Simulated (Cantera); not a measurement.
An adiabatic, constant-pressure homogeneous reactor starts with H2 : O2 : N2 = 1 : 0.455 : 1.71 (molar parts), at 1623 K and 100000 Pa.

Detailed kinetics in Cantera: the H2/O2 subset of GRI-Mech 3.0, which has no nitrogen chemistry.

Problem. Predict: time of steepest temperature rise; temperature at 0.200 s; equilibrium temperature; x(H2) at 0.200 s; x(O2) at 0.200 s; x(H2O2) at 0.200 s; x(H) at 0.200 s; x(HO2) at 0.200 s; x(O) at 0.200 s; x(OH) at 0.200 s.

Solution. 
```
Quantity                                                             Value
---------------------------------  ---------------------------------------
time of steepest temperature rise                                  9.06 µs
temperature at 0.200 s                                              2907 K
equilibrium temperature                                             2907 K
x(H2) at 0.200 s                     0.0693 (gas-phase equilibrium 0.0693)
x(O2) at 0.200 s                     0.0135 (gas-phase equilibrium 0.0135)
x(H2O2) at 0.200 s                 4.29e-7 (gas-phase equilibrium 4.29e-7)
x(H) at 0.200 s                      0.0312 (gas-phase equilibrium 0.0312)
x(HO2) at 0.200 s                  7.12e-6 (gas-phase equilibrium 7.12e-6)
x(O) at 0.200 s                    0.00952 (gas-phase equilibrium 0.00952)
x(OH) at 0.200 s                     0.0341 (gas-phase equilibrium 0.0341)
```
